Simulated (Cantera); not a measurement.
An adiabatic, constant-volume homogeneous reactor starts with 9.01 % CH4, 2.34 % C2H6, 2.70 % C3H8, 18.0 % O2, 67.9 % N2, equivalence ratio 2.2, at 1500 K and 1000000 Pa.

Model: GRI-Mech 3.0 (53 species, 325 reactions), integrated in Cantera. GRI-Mech 3.0 was tuned for natural gas; its chemistry of propane as a main component is partial and can be far from experiment.

One state of this run: T (K) = 2791; P (bar) = 23.5; x CH4 = 5.95e-9; x C2H6 = <1e-12; x C3H8 = <1e-12; x C2H = <1e-12; x C2H4 = <1e-12; x H = 0.00701. x: mole fraction; the columns are a selection and need not sum to one.

Task: Which value of t (s) does it belong to?
(A) 0.0241
(B) 1.00e-6
(C) 3.53e-6
(D) 1.25e-5

Result: A, 0.0241
